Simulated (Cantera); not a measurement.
Charge: 1 mol Cu2O, 2.9 mol H2, 1.5 mol H2O, equilibrated at 1.33 mbar.

Equilibrium computed with Cantera from the NASA thermochemical tables; the gas is ideal and each condensed phase is pure. Candidate condensed phases: Cu, CuO, Cu(OH)2, Cu2O, H2O; 12 gas species. Kinetics and transport are ignored. All values below are at 1050 K.

Base state: H2O 0.568, H2 0.432 (mole fractions); condensed: Cu(s).

Question: What changes in the equilibrium state with this change: Cu2O replaced by Ta2O5?

Answer: 
```json
[
 {"species": "H2", "before": "0.432", "after": "0.659"},
 {"species": "H2O", "before": "0.568", "after": "0.341"},
 {"species": "Cu(s), mol", "before": "2.00", "after": "0"},
 {"species": "Ta2O5(s), mol", "before": "0", "after": "1.00"}
]
```
Further candidate phases: Ta, Ta2O5.
